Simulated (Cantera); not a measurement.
Equilibrium for oxide etching and cleaning by halides: MgO + HF

Charge: 1 mol MgO, 33 mol HF.

Method: chemical equilibrium by Gibbs-energy minimisation in Cantera with the NASA 1993 tables (ideal gas, pure condensed phases). Candidate condensed phases: H2O, Mg, MgF2, MgO, Mg(OH)2; 31 gas species. Mutual solubility and eutectic melting of coexisting phases are not modelled. Equilibrium is a limit: real reactors are often held back by kinetics, nucleation or transport.

**Question.** Map the stable condensed phases over T = 400, 475, 550, 625, 700, 775, 850, 925, 1000, 1075 °C and P in Pa = 1, 4.2, 18, 75, 320, 1300, 5600, 24000, 100000.

**Answer.** 
```
T in °C \ P in Pa
              1    4.2     18     75    320   1300   5600  24000 100000
   1075       A      A      B      C      C      C      C      C      C
   1000       A      B      C      C      C      C      C      C      C
    925       B      C      C      C      C      C      C      C      C
    850       C      C      C      C      C      C      C      C      C
    775       C      C      C      C      C      C      C      C      C
    700       C      C      C      C      C      C      C      C      C
    625       C      C      C      C      C      C      C      C      C
    550       C      C      C      C      C      C      C      C      C
    475       C      C      C      C      C      C      C      C      C
    400       C      C      C      C      C      C      C      C      C
```
A: MgO; B: MgF2 + MgO; C: MgF2.
